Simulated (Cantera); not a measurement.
Input: 1 mol C2H5OH, 0.28 mol CO2, 8.8 mol H2, at 1300 °C and 26.0 bar.

Method: chemical equilibrium by Gibbs-energy minimisation in Cantera with the NASA 1993 tables (ideal gas, pure condensed phases). Candidate condensed phases: C, C6H6, C7H8, C8H18, H2O; 110 gas species. The numbers say what is thermodynamically allowed, not how fast it happens.

Base state: H2 0.845, CO 0.118, CH4 0.0340, H2O 0.00270, CO2 0.000130, C2H4 5.44e-5, C2H2 (acetylene) 1.75e-5 (mole fractions); condensed: C(graphite).

**Question.** What changes in the equilibrium state with this change: pressure from 26.0 bar to 3.60 mbar?

**Answer.** 
```json
[
 {"species": "H2", "before": "0.845", "after": "0.883"},
 {"species": "CO", "before": "0.118", "after": "0.117"},
 {"species": "H", "before": "7.34e-6", "after": "0.000638"},
 {"species": "CH4", "before": "0.0340", "after": "5.14e-6"},
 {"species": "H2O", "before": "0.00270", "after": "3.85e-7"},
 {"species": "CO2", "before": "0.000130", "after": "1.76e-8"},
 {"species": "C2H4", "before": "5.44e-5", "after": "8.22e-9"},
 {"species": "C2H2 (acetylene)", "before": "1.75e-5", "after": "1.83e-5"},
 {"species": "C(graphite), mol", "before": "0.316", "after": "0.719"}
]
```

**Question.** What changes in the equilibrium state with this change: C2H5OH replaced by CH4?

**Answer.** 
| species | before | after |
|---|---|---|
| H2 | 0.845 | 0.909 |
| CO | 0.118 | 0.0500 |
| CH4 | 0.0340 | 0.0394 |
| CO2 | 0.000130 | 2.34e-5 |
| H2O | 0.00270 | 0.00123 |
| C(graphite), mol | 0.316 | 0.302 |

**Question.** What changes in the equilibrium state with this change: CO2 from 0.28 to 3.7 mol?

**Answer.** 
```json
[
 {"species": "H2", "before": "0.845", "after": "0.544"},
 {"species": "CO", "before": "0.118", "after": "0.301"},
 {"species": "H2O", "before": "0.00270", "after": "0.130"},
 {"species": "CO2", "before": "0.000130", "after": "0.0249"},
 {"species": "CH4", "before": "0.0340", "after": "0.000479"},
 {"species": "C2H4", "before": "5.44e-5", "after": "2.60e-8"},
 {"species": "C2H2 (acetylene)", "before": "1.75e-5", "after": "1.30e-8"},
 {"species": "C(graphite), mol", "before": "0.316", "after": "0"}
]
```
